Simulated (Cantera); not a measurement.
Input: 1 mol Cu2O, 6 mol C, 0.71 mol CO, held at 0.00133 bar.

Method: chemical equilibrium by Gibbs-energy minimisation in Cantera with the NASA 1993 tables (ideal gas, pure condensed phases). Candidate condensed phases: C, Cu, CuO, Cu2O; 15 gas species. The numbers say what is thermodynamically allowed, not how fast it happens.

Which condensed phases are stable at each of these points (T (K)): 1075, 1175, 1275, 1375, 1475, 1575, 1675, 1775, 1875, 1975?


| T (K) | condensed phases | Cu condensed (%) |
|---|---|---|
| 1075 | C(graphite) + Cu(s) | 100.0 |
| 1175 | C(graphite) + Cu(s) | 100.0 |
| 1275 | C(graphite) + Cu(s) | 100.0 |
| 1375 | C(graphite) + Cu(l) | 99.9 |
| 1475 | C(graphite) + Cu(l) | 99.7 |
| 1575 | C(graphite) + Cu(l) | 98.2 |
| 1675 | C(graphite) + Cu(l) | 92.0 |
| 1775 | C(graphite) + Cu(l) | 62.7 |
| 1875 | C(graphite) | 0.0 |
| 1975 | C(graphite) | 0.0 |

From 1075 K to 1275 K the condensed part is C(graphite) + Cu(s). From 1375 K to 1775 K the condensed part is C(graphite) + Cu(l). From 1875 K to 1975 K the condensed part is C(graphite).
